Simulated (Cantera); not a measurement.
What does this Cantera script print?

```python
import numpy as np
import cantera as ct

gas_names = """
    O OH H2O
""".split()
cond_names = """
    BaO2H2(s) BaO2H2(L) BaO(s) BaO(L)
""".split()


# ... load() reads the species with a 1 bar reference pressure and builds the phases ...
species = {s.name: s for s in load("nasa_gas.yaml", gas_names) + load("nasa_condensed.yaml", cond_names)}
# Each term lists the table entries of one substance; the one whose range holds T is used.
reactions = {
    'Ba(OH)2 + O(g) = BaO + 2 OH(g)':
        [(-1, ['BaO2H2(s)', 'BaO2H2(L)']), (-1, ['O']), (1, ['BaO(s)', 'BaO(L)']), (2, ['OH'])],
    'H2O(g) + BaO = Ba(OH)2':
        [(-1, ['H2O']), (-1, ['BaO(s)', 'BaO(L)']), (1, ['BaO2H2(s)', 'BaO2H2(L)'])],
}


def pick(names, T):
    return next(species[n] for n in names if species[n].thermo.min_temp <= T <= species[n].thermo.max_temp)


results = []
for label, terms in reactions.items():
    print(label)
    print("     T/K   dH/kJ  dS/(J/K)   dG/kJ   log10 K")
    for T in [300, 775, 875, 975, 1075, 1175, 1275, 1375, 1475, 1575, 1675]:
        used = [(nu, pick(names, T)) for nu, names in terms]
        dH = sum(nu * s.thermo.h(T) for nu, s in used) / 1e6
        dS = sum(nu * s.thermo.s(T) for nu, s in used) / 1e3
        dG = dH - T * dS / 1e3
        logK = -dG * 1e6 / (ct.gas_constant * T * np.log(10))
        results.append((label, T, dH, dS, dG, logK, [s.name for _, s in used]))
        print(f"{T:8g} {dH:8.1f} {dS:8.1f} {dG:8.1f} {logK:8.2f}")
```

It prints:

```
Ba(OH)2 + O(g) = BaO + 2 OH(g)
     T/K   dH/kJ  dS/(J/K)   dG/kJ   log10 K
     300    227.7    171.3    176.3   -30.70
     775    195.9    118.7    103.9    -7.00
     875    191.3    113.1     92.3    -5.51
     975    186.8    108.2     81.3    -4.35
    1075    182.5    104.0     70.7    -3.43
    1175    178.4    100.4     60.5    -2.69
    1275    174.5     97.2     50.6    -2.07
    1375    170.7     94.3     41.0    -1.56
    1475    167.1     91.8     31.7    -1.12
    1575    163.6     89.5     22.6    -0.75
    1675    160.3     87.5     13.8    -0.43
H2O(g) + BaO = Ba(OH)2
     T/K   dH/kJ  dS/(J/K)   dG/kJ   log10 K
     300   -156.3   -153.7   -110.2    19.19
     775   -123.5    -98.7    -47.0     3.17
     875   -118.9    -93.1    -37.4     2.24
     975   -114.5    -88.3    -28.4     1.52
    1075   -110.3    -84.2    -19.8     0.96
    1175   -106.3    -80.6    -11.5     0.51
    1275   -102.5    -77.5     -3.6     0.15
    1375    -98.9    -74.8      4.0    -0.15
    1475    -95.5    -72.4     11.3    -0.40
    1575    -92.2    -70.3     18.5    -0.61
    1675    -89.2    -68.4     25.4    -0.79
```

Standard-state values (1 bar) from the NASA 1993 polynomials, evaluated with Cantera. Condensed species are held in their standard states even where they would react or evaporate.
